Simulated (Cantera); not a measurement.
## Carbon deposition, reforming and gasification: C2H5OH + H2 + O2

Feed: 1 mol C2H5OH, 6.7 mol H2, 0.075 mol O2, equilibrated at 1400 K and 3.90 mbar.

These are equilibrium values from Cantera (NASA tables, ideal gas, pure condensed phases), not measurements of a reactor. Candidate condensed phases: C, C6H6, C7H8, C8H18, H2O; 110 gas species. The numbers say what is thermodynamically allowed, not how fast it happens.

- x(H2) = 0.894
- x(CO) = 0.106
- x(H) = 7.36e-5
- x(CH4) = 1.35e-5
- x(C2H2 (acetylene)) = 2.25e-6
- x(H2O) = 1.38e-6
- n(C(graphite)) = 0.850 mol
- gas amount = 10.85 mol
